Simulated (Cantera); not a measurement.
A freely propagating, adiabatic, planar premixed flame of 12.9 % CH₄, 0.851 % C₂H₆, 24.0 % O₂, 62.3 % N₂, equivalence ratio 1.2, unburnt at 348 K and 0.620 bar; unity-Lewis-number transport, grid criteria slope 0.08 and curve 0.16, no radiation.

Cantera simulation using GRI-Mech 3.0 (53 species, 325 reactions); the numbers are that mechanism's predictions, not measurements. Unity Lewis numbers drop preferential diffusion, which matters most where H2 and H carry the flame. Burning velocities carry a grid error of a few per cent, more on coarse grids.

x: mole fraction of selected species; z is measured from the peak of heat release.

```json
[
 {"z (mm)": "-1.60", "T (K)": "348", "u (m/s)": "0.599", "x CH₄": "0.129", "x C₂H₆": "0.00851", "x O₂": "0.240", "x C₂H₂": "3.16e-8", "x C₂H": "<1e-8", "x CO": "3.91e-6"},
 {"z (mm)": "-1.06", "T (K)": "349", "u (m/s)": "0.601", "x CH₄": "0.129", "x C₂H₆": "0.00850", "x O₂": "0.240", "x C₂H₂": "4.67e-7", "x C₂H": "<1e-8", "x CO": "5.78e-5"},
 {"z (mm)": "-0.798", "T (K)": "357", "u (m/s)": "0.615", "x CH₄": "0.128", "x C₂H₆": "0.00848", "x O₂": "0.239", "x C₂H₂": "3.06e-6", "x C₂H": "<1e-8", "x CO": "0.000379"},
 {"z (mm)": "-0.532", "T (K)": "___", "u (m/s)": "0.779", "x CH₄": "0.122", "x C₂H₆": "0.00812", "x O₂": "0.229", "x C₂H₂": "3.52e-5", "x C₂H": "<1e-8", "x CO": "0.00436"},
 {"z (mm)": "-0.266", "T (K)": "___", "u (m/s)": "1.80", "x CH₄": "0.0800", "x C₂H₆": "0.00562", "x O₂": "0.166", "x C₂H₂": "0.000254", "x C₂H": "<1e-8", "x CO": "0.0313"},
 {"z (mm)": "-0.133", "T (K)": "___", "u (m/s)": "2.76", "x CH₄": "0.0389", "x C₂H₆": "0.00235", "x O₂": "0.103", "x C₂H₂": "0.000484", "x C₂H": "4.22e-8", "x CO": "0.0579"},
 {"z (mm)": "0", "T (K)": "1966", "u (m/s)": "3.66", "x CH₄": "0.00630", "x C₂H₆": "8.94e-5", "x O₂": "0.0427", "x C₂H₂": "0.000537", "x C₂H": "1.77e-6", "x CO": "0.0802"},
 {"z (mm)": "0.133", "T (K)": "2119", "u (m/s)": "3.97", "x CH₄": "0.000242", "x C₂H₆": "1.27e-7", "x O₂": "0.0175", "x C₂H₂": "7.86e-5", "x C₂H": "8.65e-7", "x CO": "0.0799"},
 {"z (mm)": "0.266", "T (K)": "2152", "u (m/s)": "4.03", "x CH₄": "5.41e-6", "x C₂H₆": "<1e-8", "x O₂": "0.0119", "x C₂H₂": "3.33e-6", "x C₂H": "4.68e-8", "x CO": "0.0740"},
 {"z (mm)": "0.532", "T (K)": "2192", "u (m/s)": "4.09", "x CH₄": "<1e-8", "x C₂H₆": "<1e-8", "x O₂": "0.00961", "x C₂H₂": "1.05e-8", "x C₂H": "<1e-8", "x CO": "0.0695"},
 {"z (mm)": "1.06", "T (K)": "2246", "u (m/s)": "4.17", "x CH₄": "<1e-8", "x C₂H₆": "<1e-8", "x O₂": "0.00797", "x C₂H₂": "<1e-8", "x C₂H": "<1e-8", "x CO": "0.0679"},
 {"z (mm)": "2.13", "T (K)": "2314", "u (m/s)": "4.27", "x CH₄": "<1e-8", "x C₂H₆": "<1e-8", "x O₂": "0.00604", "x C₂H₂": "<1e-8", "x C₂H": "<1e-8", "x CO": "0.0668"},
 {"z (mm)": "4.26", "T (K)": "2381", "u (m/s)": "4.37", "x CH₄": "<1e-8", "x C₂H₆": "<1e-8", "x O₂": "0.00411", "x C₂H₂": "<1e-8", "x C₂H": "<1e-8", "x CO": "0.0654"}
]
```

Question: Fill in the missing entries.

Answer: 
- -0.532, T (K): 451
- -0.266, T (K): 1020
- -0.133, T (K): 1521
